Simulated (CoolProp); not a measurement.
Ammonia along the isobar 929 kPa: fugacity coefficient from the reference equation and from simpler models built on Tc = 405.6 K, pc = 11360 kPa, ω = 0.256; each cubic takes its own stable root.

Values from CoolProp's reference Helmholtz-energy equation of state, Gao 2020.

```json
[
 {"T (K)": "296.8", "phase": "gas", "reference": "0.9022"},
 {"T (K)": "322.3", "phase": "gas", "reference": "0.9296"},
 {"T (K)": "347.9", "phase": "gas", "reference": "0.9473"},
 {"T (K)": "373.4", "phase": "gas", "reference": "0.9594"},
 {"T (K)": "399", "phase": "gas", "reference": "0.9681"},
 {"T (K)": "424.5", "phase": "gas", "reference": "0.9745"},
 {"T (K)": "450.1", "phase": "gas", "reference": "0.9794"},
 {"T (K)": "475.6", "phase": "gas", "reference": "0.9832"},
 {"T (K)": "501.2", "phase": "gas", "reference": "0.9861"},
 {"T (K)": "526.7", "phase": "gas", "reference": "0.9885"},
 {"T (K)": "552.3", "phase": "gas", "reference": "0.9904"},
 {"T (K)": "577.8", "phase": "gas", "reference": "0.9920"},
 {"T (K)": "603.3", "phase": "gas", "reference": "0.9933"}
]
```

Question: How far does each simpler model (van der Waals, Peng-Robinson) lie from the reference over these 13 states: mean and median of the absolute difference, and the worst?

Answer: 
- van der Waals: mean 1.0 %, median 0.2 %, worst +5.3 % at 296.8 K and 929 kPa
- Peng-Robinson: mean 0.4 %, median 0.1 %, worst +2.4 % at 296.8 K and 929 kPa
